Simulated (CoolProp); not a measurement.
Vapour-liquid equilibrium of propane (1) + R152A (2) at 236.5 K; x and y are mole fractions of (1).

Model: multi-fluid Helmholtz-energy mixture model, Lemmon 2009 and Outcalt 1996; pair parameters Bell 2016, in CoolProp.

```tsv
x	bubble pressure, mixture model (kPa)	bubble pressure, Raoult's law (kPa)	y, mixture model	y, Raoult's law
0.05	79.01	59.57	0.317	0.108
0.2	?	70.40	?	0.364
0.35	134.0	81.22	0.664	0.552
0.5	139.8	92.05	0.697	0.696
0.65	142.4	102.9	0.725	0.810
0.8	143.0	113.7	?	0.902
0.95	135.5	124.5	0.905	0.978
```

### Question
Complete the blanks.

### Answer

- 0.2, bubble pressure, mixture model (kPa): 118.7
- 0.2, y, mixture model: 0.590
- 0.8, y, mixture model: 0.774

The largest gap from Raoult's law is +68.6 % in bubble pressure, at x = 0.2. y crosses x between x = 0.65 and 0.8: the model has an azeotrope there.

Pair parameters are fitted to limited data, so mixtures are less certain than the pure fluids. With so large a gap from Raoult's law the liquid may split in two, which this calculation doesn't test in full.
